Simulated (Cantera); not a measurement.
B₂H₆ + N₂ + H₂O (boron, boron nitride and boron oxide)

Charge: 1 mol B₂H₆, 2.2 mol N₂, a varied amount of H₂O, at 1452 °C and 0.100 bar.

Method: chemical equilibrium by Gibbs-energy minimisation in Cantera with the NASA 1993 tables (ideal gas, pure condensed phases). Candidate condensed phases: B, BN, B₂O₃, B₃O₃H₃, H₂O; 39 gas species. The feed counts by its element totals alone. Mutual solubility and eutectic melting of coexisting phases are not modelled. The numbers say what is thermodynamically allowed, not how fast it happens.

From 1.6 mol H₂O to 2.9 mol H₂O the condensed part is BN(s) + B₂O₃(l). From 3.4 mol H₂O to 5.2 mol H₂O the condensed part is B₂O₃(l). From 5.7 mol H₂O to 7.1 mol H₂O nothing is condensed. The main B-bearing gas is B₂O₃ at 1.6 mol H₂O and HBO₂ at 7.1 mol H₂O.

```
n(H₂O) (mol)   x H₂   x N₂    x H₂O  x HBO₂     x HBO   x B₂O₃  n BN(s)  n B₂O₃(l)
------------  -----  -----  -------  ------  --------  -------  -------  ---------
1.6           0.689  0.266  0.00146  0.0163    0.0141   0.0115    0.938      0.348
2             0.691  0.264  0.00146  0.0163    0.0142   0.0115    0.672      0.465
2.5           0.693  0.262  0.00146  0.0163    0.0142   0.0115    0.339      0.612
2.9           0.694  0.261  0.00146  0.0163    0.0142   0.0115   0.0728      0.730
3.4           0.664  0.245   0.0180  0.0572   0.00387   0.0115        0      0.621
3.9           0.618  0.227   0.0476  0.0931   0.00221   0.0115        0      0.427
4.3           0.586  0.215   0.0713   0.114   0.00172   0.0115        0      0.292
4.8           0.551  0.202   0.0992   0.134   0.00137   0.0115        0      0.137
5.2           0.526  0.193    0.120   0.148   0.00119   0.0115        0     0.0207
5.7           0.503  0.185    0.153   0.149  0.000897  0.00915        0          0
6.2           0.483  0.177    0.185   0.146  0.000697  0.00727        0          0
6.6           0.468  0.172    0.210   0.143  0.000586  0.00618        0          0
7.1           0.450  0.165    0.239   0.139  0.000483  0.00516        0          0
```
x: gas mole fraction; n: condensed amount in mol.
